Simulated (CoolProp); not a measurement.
Vapour-liquid equilibrium of CHF3 (R23) (1) + R227EA (2) at 2.78 bar; x and y are mole fractions of (1).

The numbers come from the multi-fluid Helmholtz-energy mixture model, Penoncello 2003 and Lemmon 2016; pair parameters Bell 2016 in CoolProp.

Question: Give the bubble temperature and the first vapour's composition at x = 0.425, 0.575, 0.8. Is there an azeotrope?

Answer: x = 0.425: -45.5 °C, y = 0.942; x = 0.575: -51.9 °C, y = 0.968; x = 0.8: -58.0 °C, y = 0.988. No azeotrope shows between x = 0.05 and 0.95.

Pair parameters are fitted to limited data, so mixtures are less certain than the pure fluids. The gap from Raoult's law changes sign with composition, which may be real or a fault of the pair parameters; it wasn't checked against measurements.
